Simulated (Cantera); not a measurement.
## Hydrocarbon pyrolysis for carbon deposition

An isothermal, constant-pressure homogeneous reactor starts with 40.7 % CH4, 52.8 % H2, 6.50 % H2O, at 1450 K and 0.0178 atm.

Computed with Cantera and GRI-Mech 3.0 (53 species, 325 reactions). GRI-Mech 3.0 stops at C3 and has no aromatics, soot or wall deposition, so with more carbon than oxygen in the feed, carbon stays in small species such as C2H2 where larger ones or solid carbon would form. Radical loss at walls, strong at low pressure, is not modelled.

```tsv
t (s)	x CH4	x H2	x C2H4	x C2H6	x C2H2	x CH2
0.00100	0.406	0.528	2.24e-10	3.52e-10	<1e-12	1.41e-12
0.00359	0.406	0.528	1.12e-8	1.60e-8	8.48e-12	1.87e-11
0.0129	0.406	0.528	5.20e-7	6.46e-7	1.87e-9	2.32e-10
0.0464	0.406	0.529	2.09e-5	1.55e-5	4.77e-7	2.11e-9
0.167	0.405	0.529	0.000414	7.80e-5	7.00e-5	7.40e-9
0.599	0.397	0.534	0.00153	8.74e-5	0.00173	8.29e-9
2.15	0.371	0.552	0.00169	7.72e-5	0.0109	7.97e-9
7.74	0.299	0.603	0.00131	5.26e-5	0.0370	7.13e-9
27.8	0.167	0.695	0.000918	1.98e-5	0.0837	5.56e-9
100	0.0509	0.779	0.000866	2.90e-6	0.121	3.53e-9
```
x: mole fraction; the columns are a selection and need not sum to one.

Equilibrium at this temperature and pressure: CH4 0.00682, H2 0.835, C2H4 0.000801, C2H6 1.54e-7, C2H2 0.113, CH2 6.42e-10 (gas phase only).
